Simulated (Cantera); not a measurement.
Input: 1 mol H₂S, 0.16 mol SO₂, 3.4 mol H₂, at 5.20 mbar.

Equilibrium computed with Cantera from the NASA thermochemical tables; the gas is ideal and each condensed phase is pure. Candidate condensed phases: H₂O, H₂SO₄, S; 19 gas species. The numbers say what is thermodynamically allowed, not how fast it happens. All values below are at 2025 K.

Base state: H₂ 0.781, S₂ 0.0885, H₂O 0.0550, H 0.0236, SH 0.0199, S 0.0154, H₂S 0.00925, SO 0.00618 (mole fractions); condensed: gas only.

Problem. What changes in the equilibrium state with this change: SO₂ from 0.16 to 0.067 mol?

Solution. 
| species | before | after |
|---|---|---|
| H₂ | 0.781 | 0.822 |
| S₂ | 0.0885 | 0.0830 |
| H | 0.0236 | 0.0242 |
| H₂O | 0.0550 | 0.0239 |
| S | 0.0154 | 0.0149 |
| SH | 0.0199 | 0.0197 |
| SO₂ | 0.000815 | 0.000134 |
| S₂O | 5.70e-5 | 2.21e-5 |
| SO | 0.00618 | 0.00247 |
| OH | 0.000174 | 7.35e-5 |
| H₂S | 0.00925 | 0.00943 |
